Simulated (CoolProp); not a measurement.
A Linde-Hampson liquefier for CF4 (R14): isothermal reversible compression at 320 K from 1 atm to 30 MPa, throttling to 1 atm, return gas leaving the recuperator 10 K below the feed. Each further row changes one setting.

Values from CoolProp's reference Helmholtz-energy equation of state, Platzer 1990. This equation is an older, rougher fit; its heat capacities, sound speeds and derivatives of the liquid may be far off and weren't checked against measurements.

```csv
case,liquid yield per pass,compression work (kJ/kg of gas)
as stated,…,159
warm-end temperature 350 K,0.172,…
warm-end gap 15 K,…,159
```

### Question
Some entries are withheld; supply them.

### Answer

- as stated, liquid yield per pass: 0.226
- warm-end temperature 350 K, compression work (kJ/kg of gas): 179
- warm-end gap 15 K, liquid yield per pass: 0.214
